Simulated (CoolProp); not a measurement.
Isobutane along the isotherm 141.25 °C: density (kg/m³) from the reference equation and from simpler models built on Tc = 134.7 °C, pc = 36.29 bar, ω = 0.184; each cubic takes its own stable root.

Values from CoolProp's reference Helmholtz-energy equation of state, Bücker 2006.

```json
[
 {"p (bar)": "35", "phase": "gas", "reference": "108.4"},
 {"p (bar)": "70", "phase": "supercritical", "reference": "384.7"},
 {"p (bar)": "105", "phase": "supercritical", "reference": "418.9"},
 {"p (bar)": "140", "phase": "supercritical", "reference": "439.9"},
 {"p (bar)": "175", "phase": "supercritical", "reference": "455.5"},
 {"p (bar)": "210", "phase": "supercritical", "reference": "468.1"},
 {"p (bar)": "245", "phase": "supercritical", "reference": "478.7"},
 {"p (bar)": "280", "phase": "supercritical", "reference": "488.0"},
 {"p (bar)": "315", "phase": "supercritical", "reference": "496.2"},
 {"p (bar)": "350", "phase": "supercritical", "reference": "503.6"}
]
```

Task: How far does each simpler model (ideal gas, Soave-Redlich-Kwong, Peng-Robinson) lie from the reference over these 10 states: mean and median of the absolute difference, and the worst?

Result: 
- ideal gas: mean 32.0 %, median 29.8 %, worst -69.3 % at 141.25 °C and 70 bar
- Soave-Redlich-Kwong: mean 5.5 %, median 4.5 %, worst -12.6 % at 141.25 °C and 70 bar
- Peng-Robinson: mean 5.1 %, median 5.2 %, worst +8.2 % at 141.25 °C and 350 bar
